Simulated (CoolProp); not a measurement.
Vapour-liquid equilibrium of R22 (1) + c-C4F8 (RC318) (2) at 337.3 K; x and y are mole fractions of (1).

Values from CoolProp's multi-fluid Helmholtz-energy mixture model, Kamei 1995 and Platzer 1990; pair parameters Bell 2016. This equation is an older, rougher fit; its heat capacities, sound speeds and derivatives of the liquid may be far off and weren't checked against measurements.

```
x      bubble pressure (kPa)  y at the bubble point  dew pressure at overall composition x (kPa)  liquid density (mol/L)
-----  ---------------------  ---------------------  -------------------------------------------  ----------------------
0.05                   979.6                  0.088                                        956.4                   6.760
0.125                   1092                  0.230                                         1005                   7.010
0.2                     1243                  0.366                                         1065                   7.258
0.275                   1419                  0.483                                         1136                   7.507
0.35                    1604                  0.575                                         1222                   7.759
0.425                   1786                  0.648                                         1325                   8.020
0.5                     1954                  0.705                                         1450                   8.294
0.575                   2104                  0.751                                         1604                   8.590
0.65                    2237                  0.791                                         1792                   8.922
0.725                   2355                  0.829                                         2019                   9.309
0.8                     2458                  0.867                                         2265                   9.776
0.875                   2548                  0.909                                         2477                   10.35
0.95                    2620                  0.959                                         2610                   11.07
```

No azeotrope shows between x = 0.05 and 0.95.

The pair parameters rest on a limited set of measurements; away from them the model extrapolates. The gap from Raoult's law changes sign with composition, which may be real or a fault of the pair parameters; it wasn't checked against measurements.
